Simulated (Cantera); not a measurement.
**SiH4 + Cl2 + N2 (silicon epitaxy and polysilicon growth)**

A closed system holds: 1 mol SiH4, 0.0074 mol Cl2, 220 mol N2, held at 1275 °C and 1.00 bar.

These are equilibrium values from Cantera (NASA tables, ideal gas, pure condensed phases), not measurements of a reactor. Candidate condensed phases: NH4Cl, Si, Si3N4; 28 gas species. Equilibrium is a limit: real reactors are often held back by kinetics, nucleation or transport.

```
Item                                 Result
--------------------------------  ---------
x(N2)                                 0.991
x(H2)                               0.00900
x(HCl)                              6.68e-5
x(H)                                2.92e-6
n(Si3N4(s))                       0.333 mol
gas amount                        221.3 mol
log10 activity of Si(s) (absent)      -2.62
```
